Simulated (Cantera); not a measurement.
Feed: 1 mol B, 0.89 mol H2O, a varied amount of N2, 0.1 mol O2, equilibrated at 1600 K and 0.230 bar.

These are equilibrium values from Cantera (NASA tables, ideal gas, pure condensed phases), not measurements of a reactor. Candidate condensed phases: B, BN, B2O3, B3O3H3, H2O; 39 gas species. Mutual solubility and eutectic melting of coexisting phases are not modelled. Gases not in the tables: H3BO3. Rates play no part.

x: gas mole fraction; n: condensed amount in mol.

```tsv
n(N2) (mol)	x N2	x H2	x HBO2	x H2O	x HBO	n BN(s)	n B2O3(l)
0.69	0.381	0.609	0.00519	0.00202	0.00153	0.277	0.356
1.2	0.542	0.450	0.00473	0.00168	0.00124	0.278	0.354
2.3	0.706	0.287	0.00395	0.00117	0.000948	0.279	0.351
4.1	0.814	0.180	0.00321	0.000769	0.000733	0.280	0.347
7.5	0.890	0.106	0.00249	0.000465	0.000553	0.281	0.341
14	0.938	___	___	___	___	0.283	0.332
25	0.964	___	___	___	___	0.285	0.318
45	0.979	0.0187	0.00106	8.48e-5	0.000229	0.288	0.296
```

Problem. Fill in the missing entries.

Solution. 
- 14, x H2: 0.0588
- 14, x HBO2: 0.00187
- 14, x H2O: 0.000263
- 14, x HBO: 0.000409
- 25, x H2: 0.0335
- 25, x HBO2: 0.00142
- 25, x H2O: 0.000151
- 25, x HBO: 0.000307
